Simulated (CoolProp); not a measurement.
The numbers come from the reference Helmholtz-energy equation of state, Pan 2012 in CoolProp.

### Question
Give the vapour pressure (MPa), vapour density (kg/m³), enthalpy of vaporisation (kJ/kg), liquid conductivity (mW/(m K)) of saturated R236FA at 214.6, 229.2 K.

### Answer
| T (K) | p (MPa) | vapour density (kg/m³) | enthalpy of vaporisation (kJ/kg) | liquid conductivity (mW/(m K)) |
|---|---|---|---|---|
| 214.6 | 0.00421 | 0.360 | 187 | 99.9 |
| 229.2 | 0.0115 | 0.923 | 180 | 94.7 |

Thermal conductivity comes from a separate model (Huber 2003), an estimate that may be off by 10 % or more.
